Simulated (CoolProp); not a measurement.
The numbers come from the reference Helmholtz-energy equation of state, Guder 2009 in CoolProp.

Question: For sulfur hexafluoride, give the phase and the viscosity (µPa s), conductivity (mW/(m K)) at 351.85 °C and 1.76 MPa; 351.85 °C and 4.11 MPa; 351.85 °C and 5.28 MPa.

Answer: 
- 351.85 °C and 1.76 MPa: gas; viscosity 29.0, conductivity 38.0
- 351.85 °C and 4.11 MPa: supercritical; viscosity 29.9, conductivity 40.7
- 351.85 °C and 5.28 MPa: supercritical; viscosity 30.4, conductivity 41.8

Viscosity comes from a separate model (Quiñones-Cisneros 2012). Thermal conductivity comes from a separate model (Assael 2012).
